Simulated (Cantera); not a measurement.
## Diamond growth

A diamond (100) surface in a fixed gas of H2 with x(CH4) = 0.0029, x(CH3) = 3.8e-05, at 1200 K, 0.0207 atm; coverages are run to steady state.

Model: the Harris–Goodwin 1993 mechanism for the reconstructed diamond (100) surface, integrated in Cantera.

| x(H) | growth (µm/h) | θ c6HH | θ c6H* | θ c6*H | θ c6** | θ c6HM |
|---|---|---|---|---|---|---|
| 0.0001 | 0.00904 | 0.619 | 0.0272 | 0.348 | 0.00508 | 0.000149 |
| 0.0002 | 0.0201 | 0.547 | 0.0321 | 0.411 | 0.00973 | 0.000191 |
| 0.00041 | 0.0371 | 0.497 | 0.0352 | 0.451 | 0.0157 | 0.000230 |
| 0.00082 | 0.0585 | 0.469 | 0.0369 | 0.472 | 0.0213 | 0.000258 |
| 0.0017 | 0.0886 | 0.453 | 0.0377 | 0.483 | 0.0256 | 0.000273 |
| 0.0034 | 0.132 | 0.445 | 0.0381 | 0.488 | 0.0282 | 0.000272 |
| 0.0068 | 0.201 | 0.441 | 0.0384 | 0.491 | 0.0297 | 0.000254 |
| 0.014 | 0.310 | 0.439 | 0.0385 | 0.492 | 0.0306 | 0.000216 |
| 0.028 | 0.444 | 0.438 | 0.0386 | 0.492 | 0.0310 | 0.000167 |
θ: site fractions in the mechanism's names (c6HH fully hydrogenated, c6H* and c6*H radical sites, c6** diradical, c6HM methylated).
